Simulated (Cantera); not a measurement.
Feed: 1 mol SiO2, 0.0039 mol Si, 0.05 mol H2, equilibrated at 1.60 bar.

These are equilibrium values from Cantera (NASA tables, ideal gas, pure condensed phases), not measurements of a reactor. Candidate condensed phases: H2O, Si, SiO2; 18 gas species. Each liquid is taken as pure. Mutual solubility and eutectic melting of coexisting phases are not modelled. The tables hold silica as quartz up to 1696 K and as liquid above; real silica turns to tridymite and cristobalite and melts near 1996 K. Gases not in the tables: Si(OH)4, Si2H6 and higher silanes. Kinetics and transport are ignored.

Question: Which condensed phases are stable at each of these points (T (°C)): 1500, 1600, 1700, 1800, 1900, 2000, 2100, 2200, 2300, 2400, 2500, 2600, 2700?

Answer: 
```json
[
 {"T (°C)": "1500", "condensed phases": "Si(l) + SiO2(condensed)", "Si condensed (%)": "99.9"},
 {"T (°C)": "1600", "condensed phases": "Si(l) + SiO2(condensed)", "Si condensed (%)": "99.7"},
 {"T (°C)": "1700", "condensed phases": "SiO2(condensed)", "Si condensed (%)": "99.2"},
 {"T (°C)": "1800", "condensed phases": "SiO2(l)", "Si condensed (%)": "99.2"},
 {"T (°C)": "1900", "condensed phases": "SiO2(l)", "Si condensed (%)": "99.2"},
 {"T (°C)": "2000", "condensed phases": "SiO2(l)", "Si condensed (%)": "99.2"},
 {"T (°C)": "2100", "condensed phases": "SiO2(l)", "Si condensed (%)": "99.0"},
 {"T (°C)": "2200", "condensed phases": "SiO2(l)", "Si condensed (%)": "98.8"},
 {"T (°C)": "2300", "condensed phases": "SiO2(l)", "Si condensed (%)": "98.5"},
 {"T (°C)": "2400", "condensed phases": "SiO2(l)", "Si condensed (%)": "97.9"},
 {"T (°C)": "2500", "condensed phases": "SiO2(l)", "Si condensed (%)": "97.2"},
 {"T (°C)": "2600", "condensed phases": "SiO2(l)", "Si condensed (%)": "96.4"},
 {"T (°C)": "2700", "condensed phases": "SiO2(l)", "Si condensed (%)": "95.5"}
]
```

From 1500 °C to 1600 °C the condensed part is Si(l) + SiO2(condensed). At 1700 °C the condensed part is SiO2(condensed). From 1800 °C to 2700 °C the condensed part is SiO2(l). The share of Si in condensed phases is highest at 1500 °C (99.9 %) and lowest at 2700 °C (95.5 %).
